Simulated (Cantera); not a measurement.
Mixture: 8.80 % CH4, 16.0 % O2, 60.2 % N2, 15.0 % CO2, at 7.70 bar, adiabatic and at constant pressure. Ignition delay is the time to a rise of 400 K.

Detailed kinetics in Cantera: GRI-Mech 3.0 (53 species, 325 reactions).

Question: Predict: delay at 1050 K; delay at 1100 K; delay at 1150 K; delay at 1200 K; delay at 1250 K; delay at 1300 K; delay at 1350 K; apparent activation energy between 1250 and 1350 K.

Answer: 
- delay at 1050 K: 60.9 ms
- delay at 1100 K: 29.7 ms
- delay at 1150 K: 15.3 ms
- delay at 1200 K: 8.17 ms
- delay at 1250 K: 4.51 ms
- delay at 1300 K: 2.55 ms
- delay at 1350 K: 1.48 ms
- apparent activation energy between 1250 and 1350 K: 160 kJ/mol
